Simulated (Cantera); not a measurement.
Silicon epitaxy and polysilicon growth: SiCl4 + N2

Feed: 1 mol SiCl4, 65 mol N2, at 260 Pa.

Method: chemical equilibrium by Gibbs-energy minimisation in Cantera with the NASA 1993 tables (ideal gas, pure condensed phases). Candidate condensed phases: Si, Si3N4; 13 gas species. The tables' values for SiCl3 are old estimates; treat these amounts as uncertain. Rates play no part.

From 973 K to 1623 K nothing is condensed. The main Si-bearing gas is SiCl4 throughout.

```json
[
 {"T (K)": "973", "log p N2": "-2.59", "log p SiCl4": "-4.40", "log p Cl": "-8.79", "log p SiCl2": "-11.68"},
 {"T (K)": "1023", "log p N2": "-2.59", "log p SiCl4": "-4.40", "log p Cl": "-8.27", "log p SiCl2": "-10.79"},
 {"T (K)": "1073", "log p N2": "-2.59", "log p SiCl4": "-4.40", "log p Cl": "-7.80", "log p SiCl2": "-9.98"},
 {"T (K)": "1123", "log p N2": "-2.59", "log p SiCl4": "-4.41", "log p Cl": "-7.37", "log p SiCl2": "-9.24"},
 {"T (K)": "1173", "log p N2": "-2.59", "log p SiCl4": "-4.41", "log p Cl": "-6.97", "log p SiCl2": "-8.58"},
 {"T (K)": "1223", "log p N2": "-2.59", "log p SiCl4": "-4.41", "log p Cl": "-6.61", "log p SiCl2": "-7.97"},
 {"T (K)": "1273", "log p N2": "-2.59", "log p SiCl4": "-4.41", "log p Cl": "-6.27", "log p SiCl2": "-7.43"},
 {"T (K)": "1323", "log p N2": "-2.59", "log p SiCl4": "-4.42", "log p Cl": "-5.95", "log p SiCl2": "-6.93"},
 {"T (K)": "1373", "log p N2": "-2.59", "log p SiCl4": "-4.43", "log p Cl": "-5.65", "log p SiCl2": "-6.49"},
 {"T (K)": "1423", "log p N2": "-2.59", "log p SiCl4": "-4.45", "log p Cl": "-5.37", "log p SiCl2": "-6.09"},
 {"T (K)": "1473", "log p N2": "-2.59", "log p SiCl4": "-4.48", "log p Cl": "-5.10", "log p SiCl2": "-5.73"},
 {"T (K)": "1523", "log p N2": "-2.59", "log p SiCl4": "-4.53", "log p Cl": "-4.86", "log p SiCl2": "-5.42"},
 {"T (K)": "1573", "log p N2": "-2.60", "log p SiCl4": "-4.63", "log p Cl": "-4.65", "log p SiCl2": "-5.14"},
 {"T (K)": "1623", "log p N2": "-2.60", "log p SiCl4": "-4.77", "log p Cl": "-4.46", "log p SiCl2": "-4.90"}
]
```
log p: log10 of the partial pressure in bar; nothing condenses.
